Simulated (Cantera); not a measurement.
An isothermal, constant-pressure homogeneous reactor starts with N2O : H2 : N2 = 1 : 0.0027 : 5.4 (molar parts), at 1325 K and 20.0 Torr.

Model: GRI-Mech 3.0 (53 species, 325 reactions), integrated in Cantera. GRI-Mech 3.0 was tuned for natural gas; its chemistry of N2O as a main component is partial and can be far from experiment. Radical loss at walls, strong at low pressure, is not modelled. The mechanism lacks the step 2 NO + O2 → 2 NO2, which can matter for NO2 below about 1400 K. The temperature is held fixed by assumption; the heat of reaction is taken as removed at once.

One state of this run: x N2O = 0.121; x H2 = 1.71e-8; x NO = 0.00495; x HO2 = 5.58e-8; x NO2 = 1.43e-5. x: mole fraction; the columns are a selection and need not sum to one.

Q: Which value of t (s) does it belong to?
A. 0.000300
B. 0.0949
C. 1.69
D. 0.248

A: C, 1.69
